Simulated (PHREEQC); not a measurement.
**Acid rinse or clean: speciation**

Make-up at 94 °C: 0.017 mol HNO3 and 0.21 mol KCl per kg of water. It is in equilibrium with CO2 at log p = -3.5 (atm). Otherwise closed; pH follows from the charge balance.

Equilibrium calculation in PHREEQC: ion-association model, phreeqc.dat.

No solid was allowed to form.

Problem. Estimate the pH.

Solution. pH 1.88.

Away from 25 °C the constants follow the database's enthalpies or fits; those with neither stay at their 25 °C values.
